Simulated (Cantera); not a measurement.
A closed system holds: 1 mol CH₂F₂, 0.13 mol H₂, held at 402 °C and 61.5 Torr.

Equilibrium computed with Cantera from the NASA thermochemical tables; the gas is ideal and each condensed phase is pure. Candidate condensed phases: C, C₆H₆, C₇H₈, C₈H₁₈; 95 gas species. Kinetics and transport are ignored.

Base state: HF 0.942, H₂ 0.0542, CH₄ 0.00352, H₂F₂ 1.59e-5 (mole fractions); condensed: C(graphite).

**Question.** What changes in the equilibrium state with this change: temperature from 402 °C to 777 °C?

**Answer.** 
```tsv
species	before	after
HF	0.942	0.939
H₂	0.0542	0.0610
CH₄	0.00352	1.75e-5
H₂F₂	1.59e-5	2.41e-6
C(graphite), mol	0.993	1.000
```
